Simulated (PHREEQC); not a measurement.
0.04 g of hydrous ferric oxide (600 m²/g; 0.2 weak and 0.005 strong sites per Fe, Dzombak-Morel constants, diffuse double layer) in 1 kg of water with 0.01 mol/kgw of an inert sodium salt and 1.9e-05 mol CuSO4, 2.4e-07 mol PbCl2 and 1.2e-07 mol NiCl2, at 25 °C; the pH is set by adding NaOH or the inert anion's acid. Oxygen alone is held at its pressure in air (log pO2 = -0.68). CO2 from the air is kept out. Nothing may precipitate in this run.

Base run: PHREEQC, ion-association model, wateq4f.dat. Each further column changes one thing. The table gives Cu sorbed (%).

```json
[
 {"pH": "4", "base": "0.5", "no electrostatic term (-no_edl)": "0.7", "background salt from 0.01 to 0.001 mol/kgw": "0.5", "oxide from 0.04 to 0.2 g/kgw": "2.1"},
 {"pH": "4.67", "base": "5.7", "no electrostatic term (-no_edl)": "8.0", "background salt from 0.01 to 0.001 mol/kgw": "5.9", "oxide from 0.04 to 0.2 g/kgw": "21.1"},
 {"pH": "5.33", "base": "25.3", "no electrostatic term (-no_edl)": "40.8", "background salt from 0.01 to 0.001 mol/kgw": "26.6", "oxide from 0.04 to 0.2 g/kgw": "67.7"},
 {"pH": "6.67", "base": "94.5", "no electrostatic term (-no_edl)": "99.3", "background salt from 0.01 to 0.001 mol/kgw": "94.6", "oxide from 0.04 to 0.2 g/kgw": "99.6"},
 {"pH": "7.33", "base": "97.2", "no electrostatic term (-no_edl)": "99.7", "background salt from 0.01 to 0.001 mol/kgw": "96.9", "oxide from 0.04 to 0.2 g/kgw": "99.9"},
 {"pH": "8", "base": "97.0", "no electrostatic term (-no_edl)": "99.2", "background salt from 0.01 to 0.001 mol/kgw": "96.7", "oxide from 0.04 to 0.2 g/kgw": "99.9"},
 {"pH": "8.67", "base": "96.6", "no electrostatic term (-no_edl)": "95.5", "background salt from 0.01 to 0.001 mol/kgw": "96.6", "oxide from 0.04 to 0.2 g/kgw": "99.9"},
 {"pH": "9.33", "base": "96.1", "no electrostatic term (-no_edl)": "69.9", "background salt from 0.01 to 0.001 mol/kgw": "96.4", "oxide from 0.04 to 0.2 g/kgw": "99.8"},
 {"pH": "10.67", "base": "93.0", "no electrostatic term (-no_edl)": "2.7", "background salt from 0.01 to 0.001 mol/kgw": "95.3", "oxide from 0.04 to 0.2 g/kgw": "99.7"},
 {"pH": "11.33", "base": "87.4", "no electrostatic term (-no_edl)": "0.2", "background salt from 0.01 to 0.001 mol/kgw": "92.1", "oxide from 0.04 to 0.2 g/kgw": "99.3"},
 {"pH": "12", "base": "65.8", "no electrostatic term (-no_edl)": "0.0", "background salt from 0.01 to 0.001 mol/kgw": "73.7", "oxide from 0.04 to 0.2 g/kgw": "96.9"}
]
```

The database's constant for dissolved Cu(OH)2 is higher than later reviews accept. In at least one series the solution becomes supersaturated in solids that the run did not let form, among them Cu(OH)2, Ni(OH)2.
